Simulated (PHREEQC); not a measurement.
Consider water at 25 °C with 0.18 mol/kgw H2SO4, 0.047 mol/kgw Al2(SO4)3 and 0.21 mol/kgw MnSO4. Closed to the air; pH follows from the charge balance.

Equilibrium calculation in PHREEQC: ion-association model, phreeqc.dat.

Each row changes one thing in this solution. Precipitation was switched off in this run.

```json
[
 {"case": "as made", "pH": "1.01", "ionic strength (mol/kgw)": "0.726", "HSO4- (mol/kgw)": "0.230", "Mn+2 (mol/kgw)": "0.130", "SO4-2 (mol/kgw)": "0.104", "MnSO4 (mol/kgw)": "0.0802", "SI of Gibbsite (Al(OH)3)": "-8.31", "SI of Pyrochroite (Mn(OH)2)": "-14.72"},
 {"case": "diluted 10-fold with water", "pH": "1.78", "ionic strength (mol/kgw)": "0.0950", "HSO4- (mol/kgw)": "0.0158", "Mn+2 (mol/kgw)": "0.0136", "SO4-2 (mol/kgw)": "0.0201", "MnSO4 (mol/kgw)": "0.00736", "SI of Gibbsite (Al(OH)3)": "-6.45", "SI of Pyrochroite (Mn(OH)2)": "-13.90"},
 {"case": "H2SO4 from 0.18 to 0.036 mol/kgw", "pH": "1.78", "ionic strength (mol/kgw)": "0.563", "HSO4- (mol/kgw)": "0.0498", "Mn+2 (mol/kgw)": "0.113", "SO4-2 (mol/kgw)": "0.115", "MnSO4 (mol/kgw)": "0.0966", "SI of Gibbsite (Al(OH)3)": "-6.11", "SI of Pyrochroite (Mn(OH)2)": "-13.22"},
 {"case": "0.15 mol/kgw NaOH added", "pH": "1.33", "ionic strength (mol/kgw)": "0.767", "HSO4- (mol/kgw)": "0.148", "Mn+2 (mol/kgw)": "0.116", "SO4-2 (mol/kgw)": "0.144", "MnSO4 (mol/kgw)": "0.0944", "SI of Gibbsite (Al(OH)3)": "-7.52", "SI of Pyrochroite (Mn(OH)2)": "-14.14"},
 {"case": "0.02 mol/kgw Ca(OH)2 added", "pH": "1.09", "ionic strength (mol/kgw)": "0.728", "HSO4- (mol/kgw)": "0.206", "Mn+2 (mol/kgw)": "0.127", "SO4-2 (mol/kgw)": "0.111", "MnSO4 (mol/kgw)": "0.0834", "SI of Gibbsite (Al(OH)3)": "-8.12", "SI of Pyrochroite (Mn(OH)2)": "-14.58"}
]
```

The ionic strength passes 0.7 mol/kgw, the rough limit of the ion-association models, in as made; 0.15 mol/kgw NaOH added; 0.02 mol/kgw Ca(OH)2 added. Some of these states are supersaturated (in Gypsum, for instance).
